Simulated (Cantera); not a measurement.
## Gas-phase reforming

An isothermal, constant-pressure homogeneous reactor starts with CH4 : CO2 : H2 = 1 : 0.59 : 0.4 (molar parts), at 2123 K and 750000 Pa.

Model: GRI-Mech 3.0 (53 species, 325 reactions), integrated in Cantera. GRI-Mech 3.0 stops at C3 and has no aromatics, soot or wall deposition, so with more carbon than oxygen in the feed, carbon stays in small species such as C2H2 where larger ones or solid carbon would form.

```csv
t (s),x CH4,x CO2,x H2,x H,x CH2CO
3.00e-5,0.152,0.167,0.439,0.000780,5.37e-5
0.000133,0.0453,0.0458,0.449,0.000867,0.000115
0.000591,0.0193,0.0122,0.484,0.000942,8.50e-5
0.00262,0.0126,0.00561,0.554,0.000992,2.67e-5
0.0116,0.00717,0.000690,0.600,0.00102,4.32e-6
0.0516,0.00626,2.03e-6,0.606,0.00103,2.18e-6
0.229,0.00626,1.63e-6,0.606,0.00103,2.18e-6
1.02,0.00626,1.63e-6,0.606,0.00103,2.18e-6
4.51,0.00626,1.63e-6,0.606,0.00103,2.18e-6
20.0,0.00626,1.63e-6,0.606,0.00103,2.18e-6
```
x: mole fraction; the columns are a selection and need not sum to one.

Equilibrium at this temperature and pressure: CH4 0.00626, CO2 1.65e-6, H2 0.606, H 0.00103, CH2CO 2.18e-6 (gas phase only).
